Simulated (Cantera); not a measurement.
A closed system holds: 1 mol SiC, 0.036 mol Si, 2.3 mol N2, held at 1.50 bar.

Method: chemical equilibrium by Gibbs-energy minimisation in Cantera with the NASA 1993 tables (ideal gas, pure condensed phases). Candidate condensed phases: C, Si, SiC, Si3N4; 20 gas species. Mutual solubility and eutectic melting of coexisting phases are not modelled. Rates play no part.

### Question
Which condensed phases are stable at each of these points (T (K)): 2150, 2175, 2200, 2225, 2250, 2275, 2300, 2325, 2350, 2375, 2400, 2425, 2450?

### Answer
| T (K) | condensed phases | Si condensed (%) |
|---|---|---|
| 2150 | SiC(s) + Si3N4(s) | 100.0 |
| 2175 | SiC(s) + Si3N4(s) | 99.9 |
| 2200 | Si(l) + SiC(s) | 99.9 |
| 2225 | Si(l) + SiC(s) | 99.9 |
| 2250 | Si(l) + SiC(s) | 99.8 |
| 2275 | Si(l) + SiC(s) | 99.8 |
| 2300 | Si(l) + SiC(s) | 99.8 |
| 2325 | Si(l) + SiC(s) | 99.7 |
| 2350 | Si(l) + SiC(s) | 99.6 |
| 2375 | Si(l) + SiC(s) | 99.6 |
| 2400 | Si(l) + SiC(s) | 99.5 |
| 2425 | Si(l) + SiC(s) | 99.3 |
| 2450 | Si(l) + SiC(s) | 99.2 |

From 2150 K to 2175 K the condensed part is SiC(s) + Si3N4(s). From 2200 K to 2450 K the condensed part is Si(l) + SiC(s).
